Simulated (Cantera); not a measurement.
A closed system holds: 1 mol NH₃, a varied amount of O₂, held at 2000 K and 0.233 Torr.

Method: chemical equilibrium by Gibbs-energy minimisation in Cantera with the NASA 1993 tables (ideal gas, pure condensed phases). Candidate condensed phases: H₂O; 24 gas species. Rates play no part.

Task: At 0.32 mol O₂, list the 4 most abundant gas species with their mole fractions, and the condensed phases.

Result: H₂ 0.391, H₂O 0.304, N₂ 0.242, H 0.0577. Condensed: gas only.
